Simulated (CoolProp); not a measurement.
R125 along the isobar 2.8 MPa: density (kg/m³) from the reference equation and from simpler models built on Tc = 339.2 K, pc = 3.618 MPa, ω = 0.305; each cubic takes its own stable root.

Model: reference Helmholtz-energy equation of state, Lemmon 2005, in CoolProp.

```json
[
 {"T (K)": "337.3", "phase": "gas", "reference": "189.1"},
 {"T (K)": "347.2", "phase": "gas", "reference": "168.1"},
 {"T (K)": "357.1", "phase": "gas", "reference": "154.0"},
 {"T (K)": "367", "phase": "gas", "reference": "143.3"},
 {"T (K)": "376.9", "phase": "gas", "reference": "134.8"},
 {"T (K)": "386.7", "phase": "gas", "reference": "127.8"},
 {"T (K)": "396.6", "phase": "gas", "reference": "121.7"},
 {"T (K)": "406.5", "phase": "gas", "reference": "116.4"},
 {"T (K)": "416.4", "phase": "gas", "reference": "111.8"},
 {"T (K)": "426.3", "phase": "gas", "reference": "107.6"},
 {"T (K)": "436.1", "phase": "gas", "reference": "103.9"},
 {"T (K)": "446", "phase": "gas", "reference": "100.4"},
 {"T (K)": "455.9", "phase": "gas", "reference": "97.29"},
 {"T (K)": "465.8", "phase": "gas", "reference": "94.40"},
 {"T (K)": "475.7", "phase": "gas", "reference": "91.71"}
]
```

### Question
How far does each simpler model (ideal gas, Soave-Redlich-Kwong) lie from the reference over these 15 states: mean and median of the absolute difference, and the worst?

### Answer
- ideal gas: mean 17.1 %, median 14.6 %, worst -36.6 % at 337.3 K and 2.8 MPa
- Soave-Redlich-Kwong: mean 1.0 %, median 0.9 %, worst -1.7 % at 337.3 K and 2.8 MPa
